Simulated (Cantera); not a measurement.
Feed: 1 mol AlCl3, 17 mol N2O, 59 mol H2, held at 1752 °C and 1.00 bar.

Cantera equilibrium calculation (NASA polynomials, part measured and part estimated; ideal gas, pure solids and liquids). Gases not in the tables: Al(OH)3. The numbers say what is thermodynamically allowed, not how fast it happens.

```csv
species,before,after
H2,0.541,0.539
N2,0.219,0.219
H2O,0.200,0.199
H,0.00142,0.00387
HCl,0.0386,0.0384
OH,5.47e-5,0.000150
Cl,7.50e-5,0.000205
"Al2O3(s), mol",0.500,0.500
```
Gas species are given as mole fractions.

Q: Which change was made?
A. H2 from 59 to 4.1 mol
B. pressure from 1.00 bar to 0.133 bar
C. H2 from 59 to 3.6 mol
D. N2O from 17 to 4.2 mol

A: B, pressure from 1.00 bar to 0.133 bar
